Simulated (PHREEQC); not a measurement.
0.047 g of hydrous ferric oxide (600 m²/g; 0.2 weak and 0.005 strong sites per Fe, Dzombak-Morel constants, diffuse double layer) in 1 kg of water with 0.01 mol/kgw of an inert sodium salt and 3.7e-07 mol/kgw ZnCl2 and 0.00013 mol/kgw MnCl2, at 25 °C; the pH is set by adding NaOH or the inert anion's acid. No oxygen is let in. The system is closed to CO2. No solid was allowed to form.

All values are PHREEQC results (ion-association model, wateq4f.dat), not measurements.

| pH | Zn sorbed (%) | Mn sorbed (%) | surface charge σ (C/m²) | surface potential ψ (mV) |
|---|---|---|---|---|
| 4 | 0.0 | 0.0 | 0.218 | 184 |
| 4.38 | 0.0 | 0.0 | 0.175 | 173 |
| 4.75 | … | 0.0 | 0.137 | 161 |
| 5.12 | … | 0.0 | 0.105 | 147 |
| 5.5 | 2.2 | 0.1 | 0.078 | 132 |
| 5.88 | 8.3 | 0.4 | 0.056 | 116 |
| 6.25 | 20.7 | 1.0 | … | 99 |
| 6.62 | 32.9 | 1.9 | 0.028 | 82 |
| 7.38 | 69.4 | … | 0.013 | 49 |
| 7.75 | 83.6 | 14.9 | 0.011 | 41 |
| 8.12 | 88.9 | 24.0 | … | … |
| 8.5 | 87.7 | 31.9 | 0.009 | 36 |
| 8.88 | 74.7 | 37.1 | 0.009 | 35 |
| 9.25 | 42.9 | … | 0.008 | 34 |
| 9.62 | 13.7 | 41.4 | 0.008 | 33 |
| 10 | 3.0 | 42.0 | 0.008 | 31 |

Q: Complete the blanks.

A: 
- 4.75, Zn sorbed (%): 0.1
- 5.12, Zn sorbed (%): 0.5
- 6.25, surface charge σ (C/m²): 0.040
- 7.38, Mn sorbed (%): 7.1
- 8.12, surface charge σ (C/m²): 0.010
- 8.12, surface potential ψ (mV): 38
- 9.25, Mn sorbed (%): 40.0

Along this series the solution becomes supersaturated in solids that the run did not let form, among them Pyrochroite.
